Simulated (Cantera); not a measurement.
An isothermal, constant-pressure homogeneous reactor starts with C₂H₆ : N₂ = 1 : 17 (molar parts), at 1925 K and 72.8 Torr.

Detailed kinetics in Cantera: GRI-Mech 3.0 (53 species, 325 reactions). GRI-Mech 3.0 stops at C3 and has no aromatics, soot or wall deposition, so with more carbon than oxygen in the feed, carbon stays in small species such as C2H2 where larger ones or solid carbon would form.

One state of this run: x C₂H₆ = 2.48e-11; x CH₃ = 2.57e-6; x H₂ = 0.0994; x HCN = 0.000156; x C₂H₂ = 0.0499; x C₂H₄ = 4.98e-6; x C₂H = 7.00e-6. x: mole fraction; the columns are a selection and need not sum to one.

Task: Which value of t (s) does it belong to?
A. 1.39
B. 0.0204
C. 4.00
D. 0.485

Result: A, 1.39
